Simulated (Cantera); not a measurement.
Feed: 1 mol TiCl4, a varied amount of CH4, equilibrated at 133 Pa.

Cantera equilibrium calculation (NASA polynomials, part measured and part estimated; ideal gas, pure solids and liquids). Candidate condensed phases: C, C6H6, C7H8, C8H18, Ti, TiC, TiCl2, TiCl3, TiCl4; 96 gas species. The tables' values for TiCl2 are old estimates. TiC: taken at fixed stoichiometry. Equilibrium is a limit: real reactors are often held back by kinetics, nucleation or transport.

Stable condensed phases, one row left out:

```
T in °C \ n(CH4) in mol
         0.15  0.2 0.26 0.35 0.45  0.6 0.79    1  1.4
   1775     A    B    B    B    B    B    B    B    B
   1675     A    A    B    B    B    B    B    B    B
   1575     A    A    B    B    B    B    B    B    B
   1475     A    A    B    B    B    B    B    B    B
   1375     A    A    B    B    B    B    B    B    B
   1175     A    B    B    B    B    B    B    B    B
   1075     A    B    B    B    B    B    B    B    B
    975     B    B    B    B    B    B    B    B    B
    875     B    B    B    B    B    B    B    B    B
```

A: C; B: C + TiC.

**Question.** Give the row for 1275 °C.

**Answer.** 0.15: C; 0.2: C; 0.26: C + TiC; 0.35: C + TiC; 0.45: C + TiC; 0.6: C + TiC; 0.79: C + TiC; 1: C + TiC; 1.4: C + TiC.
